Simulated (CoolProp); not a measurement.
R125 at 298.15 K and 14.4 MPa is throttled through a valve to 4.02 MPa with no heat exchange. Each further row changes one setting.

Model: reference Helmholtz-energy equation of state, Lemmon 2005, in CoolProp.

```
case                      temperature change (K)                       final phase  final density (kg/m³)
------------------------  ----------------------  --------------------------------  ---------------------
as stated                                   -0.2                            liquid                   1230
outlet pressure 1.21 MPa                    -4.9  two-phase, vapour fraction 0.047                    723
outlet pressure 5.23 MPa                    +0.0                            liquid                   1240
```
